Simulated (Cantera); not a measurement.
# Low-pressure radical oxidation in H2/O2

An isothermal, constant-pressure homogeneous reactor starts with 5.65 % H₂, 56.5 % O₂, 37.9 % N₂, equivalence ratio 0.050, at 1125 K and 1.80 Torr.

Model: the H2/O2 subset of GRI-Mech 3.0, which has no nitrogen chemistry, integrated in Cantera. Radical loss at walls, strong at low pressure, is not modelled. The temperature is held fixed by assumption; the heat of reaction is taken as removed at once.

```
t (s)         x H₂   x O₂     x H₂O       x H       x O
--------  --------  -----  --------  --------  --------
1.00e-6     0.0565  0.565    <1e-12  1.16e-12    <1e-12
4.44e-6     0.0565  0.565    <1e-12  5.14e-12    <1e-12
1.97e-5     0.0565  0.565    <1e-12  2.25e-11    <1e-12
8.77e-5     0.0565  0.565    <1e-12  9.53e-11  7.10e-12
0.000390    0.0565  0.565  3.87e-11  3.72e-10  1.19e-10
0.00173     0.0565  0.565   2.10e-9   2.13e-9   1.98e-9
0.00770     0.0565  0.565   7.88e-7   3.65e-7   4.31e-7
0.0342     0.00196  0.527    0.0450    0.0161    0.0279
0.152      0.00130  0.529    0.0478    0.0127    0.0268
0.675     0.000840  0.538    0.0524   0.00611    0.0162
3.00      0.000170  0.550    0.0571  0.000518   0.00308
```
x: mole fraction; the columns are a selection and need not sum to one.

Equilibrium at this temperature and pressure: H₂ 3.87e-9, O₂ 0.552, H₂O 0.0581, H 5.68e-11, O 7.05e-8 (gas phase only).
